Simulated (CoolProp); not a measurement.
Vapour-liquid equilibrium of ethylene (1) + n-butane (2) at 0.0256 MPa; x and y are mole fractions of (1).

Values from CoolProp's multi-fluid Helmholtz-energy mixture model, Smukala 2000 and Bücker 2006; pair parameters Bell 2016.

Problem. Give the bubble temperature and the first vapour's composition at x = 0.35, 0.725, 0.8. Is there an azeotrope?

Solution. x = 0.35: -108.3 °C, y = 0.998; x = 0.725: -118.9 °C, y = 1.000; x = 0.8: -120.6 °C, y = 1.000. No azeotrope shows between x = 0.05 and 0.95.

Pair parameters are fitted to limited data, so mixtures are less certain than the pure fluids. The gap from Raoult's law changes sign with composition, which may be real or a fault of the pair parameters; it wasn't checked against measurements.
